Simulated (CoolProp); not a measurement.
Vapour pressure (kPa) of CH3F (R41): the reference equation beside estimates from Tc = 44.1 °C, pc = 5906 kPa, ω = 0.200. Clausius-Clapeyron is anchored at -16.65 °C with a constant enthalpy of vaporisation of 12.84 kJ/mol.

Computed with CoolProp (reference Helmholtz-energy equation of state, Lemmon 2006). It is a short technical equation, of lower accuracy than the large ones.

| T (°C) | reference | Lee-Kesler | Clausius-Clapeyron | van der Waals | Redlich-Kwong | Soave-Redlich-Kwong | Peng-Robinson |
|---|---|---|---|---|---|---|---|
| -42.55 | 521.7 | 525.5 | 642.0 | 1430 | 703.6 | 525.5 | 522.0 |
| -36.05 | 663.6 | 671.1 | 771.4 | 1639 | 876.0 | 671.8 | 665.9 |
| -29.55 | 832.9 | 844.6 | 917.9 | 1867 | 1076 | 846.6 | 837.9 |
| -23.15 | 1029 | 1046 | 1080 | 2110 | 1303 | 1050 | 1038 |
| -16.65 | 1263 | 1284 | 1263 | 2376 | 1564 | 1291 | 1276 |
| -10.15 | 1533 | 1559 | 1465 | 2663 | 1860 | 1571 | 1552 |
| -3.65 | 1845 | 1875 | 1688 | 2970 | 2192 | 1894 | 1870 |
| 2.85 | 2203 | 2236 | 1932 | 3299 | 2561 | 2262 | 2235 |
| 9.35 | 2610 | 2645 | 2198 | 3649 | 2970 | 2679 | 2650 |
| 15.85 | 3072 | 3108 | 2486 | 4022 | 3421 | 3149 | 3119 |
| 22.25 | 3585 | 3622 | 2791 | 4410 | 3907 | 3668 | 3638 |
| 28.75 | 4174 | 4209 | 3124 | 4827 | 4445 | 4254 | 4228 |

Absolute difference from the reference over all 12 rows, mean and median: Lee-Kesler 1.3 and 1.4 %, Clausius-Clapeyron 13.5 and 14.0 %, van der Waals 77.7 and 67.3 %, Redlich-Kwong 20.3 and 20.1 %, Soave-Redlich-Kwong 2.1 and 2.3 %, Peng-Robinson 1.1 and 1.3 %.
